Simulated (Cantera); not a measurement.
A closed system holds: 1 mol SiF₄, 8.8 mol O₃, 2.5 mol H₂, at 2050 K and 1.00 bar.

Method: chemical equilibrium by Gibbs-energy minimisation in Cantera with the NASA 1993 tables (ideal gas, pure condensed phases). Candidate condensed phases: H₂O, Si, SiO₂; 38 gas species. The tables hold silica as quartz up to 1696 K and as liquid above; real silica turns to tridymite and cristobalite and melts near 1996 K. Gases not in the tables: Si(OH)₄. The numbers say what is thermodynamically allowed, not how fast it happens.

Base state: O₂ 0.729, HF 0.219, H₂O 0.0420, SiF₄ 0.00629, OH 0.00230, O 0.000831, F 5.50e-5, H₂ 2.05e-5 (mole fractions); condensed: SiO₂(l).

Question: What changes in the equilibrium state with this change: temperature from 2050 K to 1573.15 K?

Answer: 
```csv
species,before,after
O₂,0.729,0.737
HF,0.219,0.190
H₂O,0.0420,0.0592
SiF₄,0.00629,0.0142
H,1.03e-5,2.35e-8
O,0.000831,8.98e-6
F,5.50e-5,6.09e-7
H₂,2.05e-5,3.32e-7
"SiO₂(l), mol",0.897,0
"SiO₂(β-quartz), mol",0,0.769
```

Question: What changes in the equilibrium state with this change: H₂ from 2.5 to 8.5 mol?

Answer: 
```
species        before     after
------------  -------  --------
O₂              0.729     0.458
H₂O            0.0420     0.331
HF              0.219     0.205
SiF₄          0.00629   7.77e-5
H₂            2.05e-5  0.000204
F             5.50e-5   1.63e-5
H             1.03e-5   3.24e-5
SiO₂(l), mol    0.897     0.998
```

Question: What changes in the equilibrium state with this change: O₃ from 8.8 to 0.27 mol?

Answer: 
| species | before | after |
|---|---|---|
| H₂ | 2.05e-5 | 0.420 |
| HF | 0.219 | 0.385 |
| SiF₄ | 0.00629 | 0.146 |
| O₂ | 0.729 | <1e-9 |
| SiF₃ | 8.62e-6 | 0.0163 |
| H₂O | 0.0420 | 0.0269 |
| SiHF₃ | 5.14e-9 | 0.00139 |
| SiF₂ | 3.32e-9 | 0.000512 |
| O | 0.000831 | 2.60e-8 |
| SiO | 7.53e-8 | 0.00241 |
| OH | 0.00230 | 1.03e-5 |
| SiO₂(l), mol | 0.897 | 0.348 |
The tables' values for SiF₃, SiF₂ are old estimates; treat these amounts as uncertain.
